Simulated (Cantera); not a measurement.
What does this Cantera script print?

```python
import numpy as np
import cantera as ct

gas_names = """
    C CH CH2 CH3 CH2OH CH3O CH4 CH3OH CN CO CO2 COOH C2 C2H CHCO,ketyl C2H2,acetylene C2H2,vinylidene
    CH2CO,ketene C2H3,vinyl CH3CN CH3CO,acetyl C2H4 C2H4O,ethylen CH3CHO,ethanal CH3COOH (HCOOH)2 C2H5
    C2H6 CH3OCH3 C2H5OH CCN CNC C2N2 C2O C3 C3H3,propargyl C3H4,allene C3H4,propyne C3H4,cyclo-
    C3H5,allyl C3H6,propylene C3H6,cyclo- C3H6O C3H7,n-propyl C3H7,i-propyl C3H8 C3H8O,1propanol
    C3H8O,2propanol C3O2 C4 C4H2 C4H4,1,3-cyclo- C4H6,butadiene C4H6,2-butyne C4H6,cyclo- C4H8,1-butene
    C4H8,cis2-buten C4H8,tr2-butene C4H8,isobutene C4H8,cyclo- (CH3COOH)2 C4H9,n-butyl C4H9,i-butyl
    C4H9,s-butyl C4H9,t-butyl C4H10,isobutane C4H10,n-butane C4N2 C5 C5H6,1,3cyclo- C5H8,cyclo-
    C5H10,1-pentene C5H10,cyclo- C5H11,pentyl C5H11,t-pentyl C5H12,n-pentane C5H12,i-pentane
    CH3C(CH3)2CH3 C6H2 C6H5,phenyl C6H5O,phenoxy C6H6 C6H5OH,phenol C6H10,cyclo- C6H12,1-hexene
    C6H12,cyclo- C6H13,n-hexyl C7H7,benzyl C7H8 C7H8O,cresol C7H14,1-heptene C7H15,n-heptyl
    C7H16,n-heptane C8H8,styrene C8H10,ethylbenz C8H16,1-octene C8H17,n-octyl C8H18,isooctane
    C8H18,n-octane C9H19,n-nonyl C10H8,naphthale C10H21,n-decyl C12H9,o-bipheny C12H10,bipheny H HCN HCO
    HCCN HNC HNCO HNO HNO2 HNO3 HO2 H2 HCHO,formaldehy HCOOH H2O H2O2 N NCO NH NH2 NH3 NH2OH NO NO2 NO3
    N2 N2H2 N2H4 N2O O OH O2 O3 Si SiC SiC2 SiC4H12 SiH SiH2 SiH3 SiH4 SiN SiO SiO2 Si2 Si2C Si2N Si3
""".split()
cond_names = """
    C(gr) C6H6(L) C7H8(L) C8H18(L),n-octa H2O(s) H2O(L) Si(cr) Si(L) SiC(b) SiO2(Lqz) SiO2(hqz) SiO2(L)
    Si2N2O(s) Si3N4(a)
""".split()


def load(file, names, dense=False):
    # The tables refer to 1 bar. Condensed volumes are neglected.
    table = {s.name: s for s in ct.Species.list_from_file(file)}
    out = []
    for n in names:
        d = dict(table[n].input_data)
        d["thermo"] = dict(d["thermo"], **{"reference-pressure": 1e5})
        if dense:
            d["equation-of-state"] = {"model": "constant-volume", "density": "1e6 g/cm^3"}
        out.append(ct.Species.from_dict(d))
    return out


gas = ct.Solution(thermo="ideal-gas", species=load("nasa_gas.yaml", gas_names))
cond = {s.name: ct.Solution(thermo="fixed-stoichiometry", species=[s], name=s.name)
        for s in load("nasa_condensed.yaml", cond_names, dense=True)}
atoms = {
    'HMDSO': {'Si': 2, 'C': 6, 'H': 18, 'O': 1},
    'CO2': {'C': 1, 'O': 2},
    'N2': {'N': 2},
}
top_T = {'C(gr)': 4500, 'SiC(b)': 3050, 'Si2N2O(s)': 2100, 'Si3N4(a)': 2400}  # K; cautious upper limits of use, not melting points


def equilibrate(T, P, feed):
    n = {}
    for name, mol in feed.items():
        for a, k in atoms[name].items():
            n[a] = n.get(a, 0.0) + k * mol
    gas.TPX = T, P, n
    mass = sum(n.values()) * gas.mean_molecular_weight
    gas.equilibrate("TP")
    valid = [c for c in cond.values() if c.min_temp <= T <= top_T.get(c.name, c.max_temp)]
    mix = ct.Mixture([(gas, mass / gas.mean_molecular_weight)] + [(c, 0.0) for c in valid])
    mix.T, mix.P = T, P
    mix.equilibrate("TP", solver="vcs", rtol=1e-11, max_steps=5000)
    return mix


results = []
feed = {'HMDSO': 1, 'CO2': 3.4, 'N2': 10}  # mol
P = 1000  # Pa
for T in [823, 923, 1023, 1123, 1223, 1323, 1423, 1523, 1623, 1723]:
    mix = equilibrate(T, P, feed)
    results.append((T, P, feed, dict(zip(mix.species_names, mix.species_moles))))

top = {s: max(r[3][s] / sum(r[3][g] for g in gas_names) for r in results) for s in gas_names}
cols = sorted((s for s in top if top[s] > 0.001), key=lambda s: -top[s])[:5]
seen = [c for c in cond_names if any(r[3].get(c, 0) > 1e-12 for r in results)]
print("log10 of partial pressures in bar; condensed amounts in mol")
print(f"{'T/K':>10s}" + "".join(f"{s[:9]:>10s}" for s in cols + seen))
for T, P, feed, n in results:
    ng = sum(n[g] for g in gas_names)
    print(f"{T:10.4g}" + "".join(f"{np.log10(max(n[s] / ng * P / 1e5, 1e-99)):10.3f}" for s in cols)
          + "".join(f"{n.get(c, 0):10.4g}" for c in seen))
```

It prints:

```
log10 of partial pressures in bar; condensed amounts in mol
       T/K        N2        H2        CO       CO2       SiO     C(gr)    SiC(b) SiO2(Lqz) SiO2(hqz) Si2N2O(s)
       823    -2.350    -2.407    -2.845    -4.010   -22.798     5.952         0         2         0         0
       923    -2.357    -2.405    -2.784    -5.070   -18.109     5.634         0         0         2         0
      1023    -2.358    -2.404    -2.779    -6.004   -14.305     5.604         0         0         2         0
      1123    -2.358    -2.404    -2.778    -6.776   -11.185       5.6         0         0         2         0
      1223    -2.440    -2.440    -2.562    -6.985    -8.822     2.599         0         0         0         1
      1323    -2.440    -2.440    -2.562    -7.527    -7.475     2.598         0         0         0         1
      1423    -2.440    -2.440    -2.562    -7.990    -6.321     2.595         0         0         0    0.9994
      1523    -2.440    -2.441    -2.563    -8.390    -5.322     2.594         0         0         0    0.9941
      1623    -2.429    -2.473    -2.546    -8.303    -4.247         0     1.778         0         0   0.03535
      1723    -2.429    -2.475    -2.548    -8.616    -4.110         0     1.792         0         0         0
```

Cantera equilibrium calculation (NASA polynomials, part measured and part estimated; ideal gas, pure solids and liquids). The feed counts by its element totals alone. N2 is the only nitrogen source here; it is nearly inert below about 1500 K, so the nitride shown seldom forms there in practice. Mutual solubility and eutectic melting of coexisting phases are not modelled.
